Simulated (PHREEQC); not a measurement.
Make-up at 30 °C: 0.04 mol ZnSO4, 0.069 mol NaCl and 0.077 mol HCl per kg of water. Closed to the air; pH follows from the charge balance.

All values are PHREEQC results (ion-association model, wateq4f.dat), not measurements.

Question: The ionic strength comes out as 0.226 mol/kgw. What activity coefficients do Na+, ZnCl3-, ZnCl+, Zn(SO4)2-2, NaSO4- get?

Answer: Na+ 0.74, ZnCl3- 0.71, ZnCl+ 0.71, Zn(SO4)2-2 0.30, NaSO4- 0.74.

No solid was allowed to form. Species that the database lacks are ignored.
